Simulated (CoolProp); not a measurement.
R1123 at several states: Z from the reference equation and from simpler models built on Tc = 331.7 K, pc = 4.549 MPa, ω = 0.243; each cubic takes its own stable root.

Computed with CoolProp (reference Helmholtz-energy equation of state, Akasaka 2020).

```json
[
 {"T (K)": "201.2", "p (MPa)": "0.545", "phase": "liquid", "reference": "___", "van der Waals": "___", "Redlich-Kwong": "___"},
 {"T (K)": "248.6", "p (MPa)": "1.76", "phase": "liquid", "reference": "0.05694", "van der Waals": "0.09411", "Redlich-Kwong": "___"},
 {"T (K)": "243.1", "p (MPa)": "20", "phase": "liquid", "reference": "___", "van der Waals": "0.9609", "Redlich-Kwong": "___"},
 {"T (K)": "364.8", "p (MPa)": "0.0418", "phase": "gas", "reference": "0.9977", "van der Waals": "0.9978", "Redlich-Kwong": "0.9976"},
 {"T (K)": "222.5", "p (MPa)": "1.91", "phase": "liquid", "reference": "0.06437", "van der Waals": "0.1060", "Redlich-Kwong": "___"}
]
```

Problem. Complete the blanks.

Solution. 
- 201.2, reference: 0.01939
- 201.2, van der Waals: 0.03217
- 201.2, Redlich-Kwong: 0.02186
- 248.6, Redlich-Kwong: 0.06553
- 243.1, reference: 0.6241
- 243.1, Redlich-Kwong: 0.6891
- 222.5, Redlich-Kwong: 0.07291
